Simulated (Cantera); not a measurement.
Charge: 1 mol MgO, 1.2 mol SiCl₄, 1.1 mol O₂, equilibrated at 652 °C and 1.40e-5 bar.

These are equilibrium values from Cantera (NASA tables, ideal gas, pure condensed phases), not measurements of a reactor. Candidate condensed phases: Mg, MgCl₂, MgO, MgSiO₃, Mg₂SiO₄, Si, SiO₂; 20 gas species. Condensed phases not in the tables: alloys, solid solutions and most ternary compounds. The numbers say what is thermodynamically allowed, not how fast it happens.

Base state: Cl₂ 0.889, MgCl₂ 0.0820, Cl 0.0292, SiCl₄ 5.41e-5 (mole fractions); condensed: MgSiO₃(s) + SiO₂(β-quartz).

Q: What changes in the equilibrium state with this change: pressure from 1.40e-5 bar to 1.00 bar?

A: 
```tsv
species	before	after
Cl₂	0.889	1.000
Cl	0.0292	0.000116
MgCl₂	0.0820	2.03e-5
SiCl₄	5.41e-5	2.37e-7
O₂	5.13e-8	1.48e-5
MgSiO₃(s), mol	0.800	0.800
SiO₂(β-quartz), mol	0.400	0.400
MgCl₂(s), mol	0	0.200
```
